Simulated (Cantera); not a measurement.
A closed system holds: 1 mol SiCl4, 17 mol NH3, 0.83 mol H2, 1.1 mol N2, equilibrated at 602 °C and 10.0 Torr.

These are equilibrium values from Cantera (NASA tables, ideal gas, pure condensed phases), not measurements of a reactor. Candidate condensed phases: NH4Cl, Si, Si3N4; 28 gas species. Equilibrium is a limit: real reactors are often held back by kinetics, nucleation or transport.

Question: What is the equilibrium state?

Answer: 
* **x(H2)**: 0.653
* **x(N2)**: 0.240
* **x(HCl)**: 0.107
* **x(SiCl4)**: 0.000101
* **x(NH3)**: 5.14e-6
* **x(SiHCl3)**: 1.36e-6
* **n(Si3N4(s))**: 0.332 mol
* **gas amount**: 37.26 mol
* **log10 activity of Si(s) (absent)**: -7.39
